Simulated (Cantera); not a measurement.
SiCl4 + O3 + N2 (silicon oxide and oxynitride deposition)

A closed system holds: 1 mol SiCl4, 0.076 mol O3, a varied amount of N2, held at 1298.15 K and 13.3 mbar.

Method: chemical equilibrium by Gibbs-energy minimisation in Cantera with the NASA 1993 tables (ideal gas, pure condensed phases). Candidate condensed phases: Si, SiO2, Si2N2O, Si3N4; 23 gas species. The tables hold silica as quartz up to 1696 K and as liquid above; real silica turns to tridymite and cristobalite and melts near 1996 K. The numbers say what is thermodynamically allowed, not how fast it happens.

From 6.2 mol N2 to 100 mol N2 the condensed part is SiO2(β-quartz). The main Si-bearing gas is SiCl4 throughout.

```csv
n(N2) (mol),log p N2,log p SiCl4,log p Cl2,log p Cl,log p SiCl3,log p NO,log p SiCl2,n SiO2(β-quartz)
6.2,-1.95,-2.80,-3.51,-3.67,-7.00,-9.84,-10.42,0.114
20,-1.90,-3.25,-4.06,-3.94,-7.18,-10.14,-10.33,0.114
34,-1.89,-3.47,-4.34,-4.09,-7.26,-10.30,-10.27,0.114
48,-1.89,-3.62,-4.54,-4.18,-7.31,-10.42,-10.22,0.114
62,-1.88,-3.73,-4.69,-4.26,-7.34,-10.52,-10.18,0.114
76,-1.88,-3.82,-4.81,-4.32,-7.37,-10.60,-10.14,0.114
90,-1.88,-3.89,-4.92,-4.37,-7.39,-10.67,-10.11,0.114
100,-1.88,-3.93,-4.98,-4.41,-7.40,-10.71,-10.09,0.114
```
log p: log10 of the partial pressure in bar; n: condensed amount in mol.
